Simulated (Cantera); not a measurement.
Cantera run:

```python
import numpy as np
import cantera as ct

gas_names = [...]  # 148 gases of nasa_gas.yaml made of Al, C, H, N, O
cond_names = """
    AL(cr) AL(L) ALN(s) AL2O3(a) AL2O3(L) C(gr) C6H6(L) C7H8(L) C8H18(L),n-octa H2O(s) H2O(L)
""".split()


# ... load() reads the species with a 1 bar reference pressure and builds the phases ...
atoms = {
    'Al(CH3)3': {'AL': 1, 'C': 3, 'H': 9},
    'O2': {'O': 2},
    'N2': {'N': 2},
}
top_T = {'ALN(s)': 2750, 'C(gr)': 4500}  # K; cautious upper limits of use, not melting points


# ... equilibrate(T, P, feed) seeds the gas with the atoms and calls Mixture.equilibrate('TP', solver="vcs", rtol=1e-11, max_steps=5000) ...
results = []
feed = {'Al(CH3)3': 1, 'O2': 20, 'N2': 4.6}  # mol
P = 100  # Pa
for T in [773, 973, 1173, 1373, 1573, 1773, 1973]:
    mix = equilibrate(T, P, feed)
    results.append((T, P, feed, dict(zip(mix.species_names, mix.species_moles))))

top = {s: max(r[3][s] / sum(r[3][g] for g in gas_names) for r in results) for s in gas_names}
cols = sorted((s for s in top if top[s] > 0.0001), key=lambda s: -top[s])[:5]
seen = [c for c in cond_names if any(r[3].get(c, 0) > 1e-12 for r in results)]
print("log10 of partial pressures in bar; condensed amounts in mol")
print(f"{'T/K':>10s}" + "".join(f"{s[:9]:>10s}" for s in cols + seen))
for T, P, feed, n in results:
    ng = sum(n[g] for g in gas_names)
    print(f"{T:10.4g}" + "".join(f"{np.log10(max(n[s] / ng * P / 1e5, 1e-99)):10.3f}" for s in cols)
          + "".join(f"{n.get(c, 0):10.4g}" for c in seen))
```

Output:

```
log10 of partial pressures in bar; condensed amounts in mol
       T/K        O2        N2       H2O       CO2        OH  AL2O3(a)
       773    -3.271    -3.754    -3.763    -3.940   -11.459       0.5
       973    -3.271    -3.754    -3.763    -3.940    -9.205       0.5
      1173    -3.271    -3.754    -3.763    -3.940    -7.717       0.5
      1373    -3.271    -3.754    -3.764    -3.940    -6.661       0.5
      1573    -3.272    -3.756    -3.765    -3.940    -5.875       0.5
      1773    -3.275    -3.759    -3.773    -3.944    -5.269       0.5
      1973    -3.284    -3.767    -3.798    -3.966    -4.798       0.5
```

Equilibrium computed with Cantera from the NASA thermochemical tables; the gas is ideal and each condensed phase is pure. The feed counts by its element totals alone.
